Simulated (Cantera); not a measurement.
A perfectly stirred reactor is fed with CO : H₂ : O₂ : N₂ = 0.65 : 0.15 : 0.701 : 7.01 (molar parts), at 1.00 atm; it is adiabatic with a 650 K inlet, and is followed from long to short residence time, starting on the burning branch (τ in s: 0.19, 0.075, 0.03, 0.012, 0.0049, 0.002, 0.00079, 0.00032, 0.00013, 5.2e-05).

Model: GRI-Mech 3.0 (53 species, 325 reactions), integrated in Cantera.

x: mole fraction; the columns are a selection and need not sum to one.

```json
[
 {"τ (s)": "0.19", "T (K)": "1425", "x CO": "0.000934", "x H₂": "4.62e-5", "x O₂": "0.0374", "x OH": "…", "x H₂O": "0.0183", "x H₂O₂": "9.78e-8"},
 {"τ (s)": "0.075", "T (K)": "1417", "x CO": "0.00173", "x H₂": "8.38e-5", "x O₂": "0.0378", "x OH": "…", "x H₂O": "0.0182", "x H₂O₂": "1.52e-7"},
 {"τ (s)": "0.030", "T (K)": "1403", "x CO": "0.00317", "x H₂": "0.000148", "x O₂": "0.0384", "x OH": "…", "x H₂O": "0.0180", "x H₂O₂": "2.32e-7"},
 {"τ (s)": "0.012", "T (K)": "1378", "x CO": "0.00584", "x H₂": "0.000258", "x O₂": "0.0396", "x OH": "0.000477", "x H₂O": "0.0178", "x H₂O₂": "3.55e-7"},
 {"τ (s)": "0.0049", "T (K)": "1332", "x CO": "0.0110", "x H₂": "0.000440", "x O₂": "0.0420", "x OH": "…", "x H₂O": "0.0174", "x H₂O₂": "5.48e-7"},
 {"τ (s)": "0.0020", "T (K)": "1213", "x CO": "0.0252", "x H₂": "0.000963", "x O₂": "0.0492", "x OH": "…", "x H₂O": "0.0167", "x H₂O₂": "9.35e-7"},
 {"τ (s)": "0.00079", "T (K)": "650", "x CO": "0.0764", "x H₂": "0.0176", "x O₂": "0.0824", "x OH": "<1e-12", "x H₂O": "<1e-12", "x H₂O₂": "<1e-12"},
 {"τ (s)": "0.00032", "T (K)": "650", "x CO": "0.0764", "x H₂": "0.0176", "x O₂": "0.0824", "x OH": "<1e-12", "x H₂O": "<1e-12", "x H₂O₂": "<1e-12"},
 {"τ (s)": "0.00013", "T (K)": "650", "x CO": "0.0764", "x H₂": "0.0176", "x O₂": "0.0824", "x OH": "<1e-12", "x H₂O": "<1e-12", "x H₂O₂": "<1e-12"},
 {"τ (s)": "5.2e-5", "T (K)": "650", "x CO": "0.0764", "x H₂": "0.0176", "x O₂": "0.0824", "x OH": "<1e-12", "x H₂O": "<1e-12", "x H₂O₂": "<1e-12"}
]
```

Q: Some entries are withheld; supply them.

A: 
- 0.19, x OH: 0.000236
- 0.075, x OH: 0.000309
- 0.030, x OH: 0.000394
- 0.0049, x OH: 0.000518
- 0.0020, x OH: 0.000383
